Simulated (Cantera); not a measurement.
Input: 1 mol B2O3, 17 mol HF, 5.3 mol O2, 18 mol Cl2, equilibrated at 1550 °C and 0.0255 Torr.

These are equilibrium values from Cantera (NASA tables, ideal gas, pure condensed phases), not measurements of a reactor. Candidate condensed phases: B, B2O3, B3O3H3, H2O; 56 gas species. Kinetics and transport are ignored.

Base state: Cl 0.576, HF 0.253, O2 0.0939, BOF 0.0337, HCl 0.0337, O 0.00794, F 0.00106, OH 0.000461 (mole fractions); condensed: gas only.

What changes in the equilibrium state with this change: Cl2 from 18 to 0.66 mol?


| species | before | after |
|---|---|---|
| HF | 0.253 | 0.607 |
| O2 | 0.0939 | 0.212 |
| BOF | 0.0337 | 0.0791 |
| Cl | 0.576 | 0.0367 |
| H2O | 0.000296 | 0.0265 |
| HCl | 0.0337 | 0.0166 |
| O | 0.00794 | 0.0119 |
| Cl2 | 9.10e-5 | 3.71e-7 |
| HBO2 | 1.52e-5 | 0.00133 |
| H2 | 1.10e-5 | 0.000658 |

What changes in the equilibrium state with this change: temperature from 1550 °C to 1577 °C?


| species | before | after |
|---|---|---|
| Cl | 0.576 | 0.575 |
| HF | 0.253 | 0.252 |
| O2 | 0.0939 | 0.0926 |
| O | 0.00794 | 0.0101 |
| HCl | 0.0337 | 0.0334 |
| BOF | 0.0337 | 0.0337 |
| H | 0.000247 | 0.000376 |
| H2 | 1.10e-5 | 1.66e-5 |
| BF3 | 8.18e-5 | 5.55e-5 |
